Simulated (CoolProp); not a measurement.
Vapour pressure (kPa) of isobutane: the reference equation beside estimates from Tc = 134.7 °C, pc = 3629 kPa, ω = 0.184.

Computed with CoolProp (reference Helmholtz-energy equation of state, Bücker 2006).

```tsv
T (°C)	reference	Lee-Kesler	Soave-Redlich-Kwong	Peng-Robinson
44.65	599.1	601.3	603.5	597.1
51.15	704.5	707.0	710.6	702.5
57.65	822.9	825.6	831.1	821.2
64.25	957.6	960.2	968.1	956.4
70.75	1105	1108	1119	1105
77.35	1272	1274	1288	1273
83.85	1453	1455	1472	1456
90.35	1653	1654	1675	1657
96.95	1876	1876	1901	1883
103.45	2117	2117	2144	2126
110.05	2385	2384	2413	2395
116.55	2673	2673	2700	2685
123.05	2988	2989	3011	3000
```

Absolute difference from the reference over all 13 rows, mean and median: Lee-Kesler 0.2 and 0.1 %, Soave-Redlich-Kwong 1.1 and 1.2 %, Peng-Robinson 0.3 and 0.3 %.
